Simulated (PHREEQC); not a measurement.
A made-up water analysis in mg/kgw, 25 °C, pH 6.43, pe -1.7:

| constituent | mg/kgw |
|---|---|
| Na | 5.74 |
| K | 1.99 |
| Ca | 12.7 |
| Mg | 5.17 |
| Cl | 16.5 |
| S(6) as SO4 | 1.54 |
| Alkalinity as HCO3 | 52.5 |
| Sr | 1.28 |

Valence states are taken as typed.

All values are PHREEQC results (ion-association model, phreeqc.dat), not measurements.

The ionic strength comes out as 0.00192 mol/kgw, the specific conductance is 146 µS/cm and the charge-balance error is 1.1 %.

```csv
species,molality,activity,log γ
HCO3-,0.000856,0.000816,-0.021
CO2,0.000681,0.000681,0.000
Cl-,0.000465,0.000443,-0.021
Ca+2,0.000313,0.000259,-0.083
Na+,0.000250,0.000238,-0.021
Mg+2,0.000210,0.000174,-0.082
K+,5.09e-5,4.85e-5,-0.021
```

Precipitation was switched off in this run.
